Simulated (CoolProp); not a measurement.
Vapour-liquid equilibrium of benzene (1) + dimethyl carbonate (2) at 11.6 bar; x and y are mole fractions of (1).

The numbers come from the multi-fluid Helmholtz-energy mixture model, Thol 2012 and Zhou 2011; pair parameters Bell 2016 in CoolProp.

```tsv
x	bubble temperature (K)	y at the bubble point	dew temperature at overall composition x (K)	liquid density (mol/L)
0.05	464.0	0.062	464.1	8.972
0.2	461.8	0.229	462.2	8.921
0.35	460.3	0.379	460.6	8.870
0.5	459.3	0.518	459.4	8.820
0.65	458.9	0.654	458.9	8.773
0.8	459.0	0.794	459.0	8.730
0.95	459.8	0.945	459.8	8.690
```

y crosses x between x = 0.65 and 0.8: the model has an azeotrope there.

The pair parameters rest on a limited set of measurements; away from them the model extrapolates.
